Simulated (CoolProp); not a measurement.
Vapour-liquid equilibrium of benzene (1) + cyclohexane (2) at 406 K; x and y are mole fractions of (1).

Values from CoolProp's multi-fluid Helmholtz-energy mixture model, Thol 2012 and Zhou 2014; pair parameters Bell 2016.

```
x     bubble pressure (MPa)  y at the bubble point  dew pressure at overall composition x (MPa)  liquid density (mol/L)
----  ---------------------  ---------------------  -------------------------------------------  ----------------------
0.05                 0.3930             (withheld)                                       0.3915                   7.951
0.15                 0.4048                  0.181                                       0.4018                   8.086
0.25                 0.4141                  0.286                                       0.4111                   8.228
0.35                 0.4210                  0.381                                       0.4190                   8.379
0.45             (withheld)             (withheld)                                       0.4247                   8.539
0.55                 0.4278                  0.557                                       0.4278                   8.709
0.65                 0.4278                  0.643                                       0.4277                   8.889
0.75                 0.4251             (withheld)                                       0.4243                   9.082
0.85                 0.4195                  0.828                                       0.4179                   9.286
0.95                 0.4103                  0.938                                       0.4091                   9.504
```

Question: Fill in the missing entries.

Answer: 
- 0.05, y at the bubble point: 0.064
- 0.45, bubble pressure (MPa): 0.4256
- 0.45, y at the bubble point: 0.470
- 0.75, y at the bubble point: 0.732

y crosses x between x = 0.55 and 0.65: the model has an azeotrope there.

The pair parameters rest on a limited set of measurements; away from them the model extrapolates.
